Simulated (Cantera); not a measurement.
A Cantera script and what it prints.

```python
import numpy as np
import cantera as ct

gas_names = [...]  # 114 gases of nasa_gas.yaml made of C, Fe, H, O
cond_names = """
    C(gr) C6H6(L) C7H8(L) C8H18(L),n-octa Fe(a) Fe(c) Fe(d) Fe(L) FeC5O5(L) FeO(s) FeO(L) Fe(OH)2(s)
    Fe(OH)3(s) Fe2O3(s) Fe3O4(s) H2O(s) H2O(L)
""".split()


# ... load() reads the species with a 1 bar reference pressure and builds the phases ...
atoms = {
    'Fe2O3': {'Fe': 2, 'O': 3},
    'C': {'C': 1},
    'H2': {'H': 2},
}
top_T = {'C(gr)': 4500, 'Fe2O3(s)': 1830, 'Fe3O4(s)': 1870}  # K; cautious upper limits of use, not melting points


# ... equilibrate(T, P, feed) seeds the gas with the atoms and calls Mixture.equilibrate('TP', solver="vcs", rtol=1e-11, max_steps=5000) ...
results = []
T = 2548.15  # K
P = 100000  # Pa
for m in [0.35, 0.46, 0.6, 0.78, 1, 1.3, 1.7, 2.3, 2.9, 3.8, 5, 6.5]:
    feed = {'Fe2O3': 1, 'C': m, 'H2': 12}  # mol
    mix = equilibrate(T, P, feed)
    results.append((T, P, feed, dict(zip(mix.species_names, mix.species_moles))))
    x = sorted(zip(gas.X, gas.species_names), reverse=True)
    print(f"T = {T:g} K  P = {P:g} Pa  n(C) = {m:g} mol  gas = {mix.phase_moles(0):.4g} mol")
    print("   x: " + "  ".join(f"{s} {v:.3e}" for v, s in x if v > 0.0001))
    print("   condensed (mol): " + ("  ".join(f"{mix.phase(i).name} {mix.phase_moles(i):.4g}"
          for i in range(1, mix.n_phases) if mix.phase_moles(i) > 1e-12) or "none"))
```

Result:

```
T = 2548.15 K  P = 100000 Pa  n(C) = 0.35 mol  gas = 13.1 mol
   x: H2 7.039e-01  H2O 1.983e-01  Fe 4.247e-02  H 2.597e-02  CO 2.559e-02  OH 1.600e-03  CO2 1.139e-03  FeO 6.634e-04  Fe(OH)2 2.949e-04
   condensed (mol): Fe(L) 1.431
T = 2548.15 K  P = 100000 Pa  n(C) = 0.46 mol  gas = 13.21 mol
   x: H2 7.061e-01  H2O 1.881e-01  Fe 4.247e-02  CO 3.341e-02  H 2.601e-02  OH 1.516e-03  CO2 1.406e-03  FeO 6.274e-04  Fe(OH)2 2.646e-04
   condensed (mol): Fe(L) 1.427
T = 2548.15 K  P = 100000 Pa  n(C) = 0.6 mol  gas = 13.36 mol
   x: H2 7.088e-01  H2O 1.755e-01  CO 4.322e-02  Fe 4.247e-02  H 2.606e-02  CO2 1.690e-03  OH 1.411e-03  FeO 5.829e-04  Fe(OH)2 2.293e-04
   condensed (mol): Fe(L) 1.422
T = 2548.15 K  P = 100000 Pa  n(C) = 0.78 mol  gas = 13.55 mol
   x: H2 7.121e-01  H2O 1.597e-01  CO 5.560e-02  Fe 4.247e-02  H 2.612e-02  CO2 1.969e-03  OH 1.281e-03  FeO 5.279e-04  Fe(OH)2 1.889e-04
   condensed (mol): Fe(L) 1.415
T = 2548.15 K  P = 100000 Pa  n(C) = 1 mol  gas = 13.78 mol
   x: H2 7.160e-01  H2O 1.410e-01  CO 7.038e-02  Fe 4.247e-02  H 2.619e-02  CO2 2.189e-03  OH 1.129e-03  FeO 4.638e-04  Fe(OH)2 1.466e-04
   condensed (mol): Fe(L) 1.406
T = 2548.15 K  P = 100000 Pa  n(C) = 1.3 mol  gas = 14.1 mol
   x: H2 7.208e-01  H2O 1.168e-01  CO 8.992e-02  Fe 4.247e-02  H 2.628e-02  CO2 2.301e-03  OH 9.312e-04  FeO 3.814e-04
   condensed (mol): Fe(L) 1.395
T = 2548.15 K  P = 100000 Pa  n(C) = 1.7 mol  gas = 14.52 mol
   x: H2 7.267e-01  CO 1.149e-01  H2O 8.630e-02  Fe 4.247e-02  H 2.638e-02  CO2 2.156e-03  OH 6.855e-04  FeO 2.796e-04
   condensed (mol): Fe(L) 1.379
T = 2548.15 K  P = 100000 Pa  n(C) = 2.3 mol  gas = 15.15 mol
   x: H2 7.344e-01  CO 1.504e-01  H2O 4.425e-02  Fe 4.247e-02  H 2.652e-02  CO2 1.431e-03  OH 3.496e-04  FeO 1.419e-04
   condensed (mol): Fe(L) 1.354
T = 2548.15 K  P = 100000 Pa  n(C) = 2.9 mol  gas = 15.78 mol
   x: H2 7.410e-01  CO 1.835e-01  Fe 4.247e-02  H 2.664e-02  H2O 6.032e-03  CO2 2.360e-04
   condensed (mol): Fe(L) 1.329
T = 2548.15 K  P = 100000 Pa  n(C) = 3.8 mol  gas = 15.88 mol
   x: H2 7.323e-01  CO 1.889e-01  Fe 4.247e-02  H 2.648e-02  C2H2,acetylene 9.666e-03
   condensed (mol): C(gr) 0.4861  Fe(L) 1.325
T = 2548.15 K  P = 100000 Pa  n(C) = 5 mol  gas = 15.88 mol
   x: H2 7.323e-01  CO 1.889e-01  Fe 4.247e-02  H 2.648e-02  C2H2,acetylene 9.666e-03
   condensed (mol): C(gr) 1.686  Fe(L) 1.325
T = 2548.15 K  P = 100000 Pa  n(C) = 6.5 mol  gas = 15.88 mol
   x: H2 7.323e-01  CO 1.889e-01  Fe 4.247e-02  H 2.648e-02  C2H2,acetylene 9.666e-03
   condensed (mol): C(gr) 3.186  Fe(L) 1.325
```

Cantera equilibrium calculation (NASA polynomials, part measured and part estimated; ideal gas, pure solids and liquids). Iron dissolves carbon and melts from about 1420 K in contact with it, which pure phases cannot show. Condensed phases not in the tables: cementite and carbon dissolved in iron.
